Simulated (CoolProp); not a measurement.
Vapour-liquid equilibrium of R143a (1) + R236FA (2) at 127 kPa; x and y are mole fractions of (1).

Model: multi-fluid Helmholtz-energy mixture model, Lemmon and Jacobsen 2000 and Pan 2012; pair parameters Bell 2016, in CoolProp.

Problem. Give the bubble temperature and the first vapour's composition at x = 0.35, 0.5, 0.725. Is there an azeotrope?

Solution. x = 0.35: 252.7 K, y = 0.772; x = 0.5: 245.6 K, y = 0.877; x = 0.725: 237.7 K, y = 0.957. No azeotrope shows between x = 0.05 and 0.95.

The pair parameters rest on a limited set of measurements; away from them the model extrapolates.
